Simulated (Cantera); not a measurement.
A perfectly stirred reactor is fed with CH4 : O2 : N2 = 1 : 3.08 : 11.6 (molar parts), at 2180 Torr; it is adiabatic with a 675 K inlet, and is followed from long to short residence time, starting on the burning branch (τ in s: 0.021, 0.012, 0.007, 0.004, 0.0023, 0.0013, 0.00077, 0.00044, 0.00025, 0.00015, 8.4e-05, 4.9e-05).

Detailed kinetics in Cantera: GRI-Mech 3.0 (53 species, 325 reactions).

Question: Predict: blow-out, bracketed by the residence times tried; x(CH4) at τ = 21.0 ms; x(O2) at τ = 21.0 ms; x(H2O) at τ = 21.0 ms; x(CO) at τ = 21.0 ms; x(CH3) at τ = 21.0 ms; x(CH4) at τ = 0.770 ms; x(O2) at τ = 0.770 ms; x(H2O) at τ = 0.770 ms; x(CO) at τ = 0.770 ms; x(CH3) at τ = 0.770 ms.

Answer: 
```json
{
 "blow_out_bracketed_by_the_residence_times_tried": "burning at 49.0 µs, the shortest tried",
 "x(CH4) at τ = 21.0 ms": "9.36e-6",
 "x(O2) at τ = 21.0 ms": "0.0685",
 "x(H2O) at τ = 21.0 ms": "0.126",
 "x(CO) at τ = 21.0 ms": "0.000589",
 "x(CH3) at τ = 21.0 ms": "3.04e-6",
 "x(CH4) at τ = 0.770 ms": "9.63e-5",
 "x(O2) at τ = 0.770 ms": "0.0698",
 "x(H2O) at τ = 0.770 ms": "0.123",
 "x(CO) at τ = 0.770 ms": "0.00407",
 "x(CH3) at τ = 0.770 ms": "2.62e-5"
}
```
